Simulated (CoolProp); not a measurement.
Acetone along the isotherm 527.6 K: density (kg/m³) from the reference equation and from simpler models built on Tc = 508.1 K, pc = 46.92 bar, ω = 0.307; each cubic takes its own stable root.

Values from CoolProp's reference Helmholtz-energy equation of state, Lemmon 2006. It is a short technical equation, of lower accuracy than the large ones.

```csv
p (bar),phase,reference,ideal gas,Redlich-Kwong,Soave-Redlich-Kwong,Peng-Robinson
52.1,supercritical,143.2,68.98,139.2,130.1,137.7
104,supercritical,461.8,137.7,349.1,340.4,375.2
156,supercritical,510.3,206.5,396.9,391.0,433.1
209,supercritical,540.2,276.7,427.5,422.8,469.1
261,supercritical,561.7,345.6,449.6,445.7,494.8
313,supercritical,579.0,414.4,467.3,463.8,515.0
365,supercritical,593.6,483.3,481.9,478.9,531.8
417,supercritical,606.3,552.1,494.5,491.8,546.1
469,supercritical,617.5,620.9,505.5,503.0,558.4
```
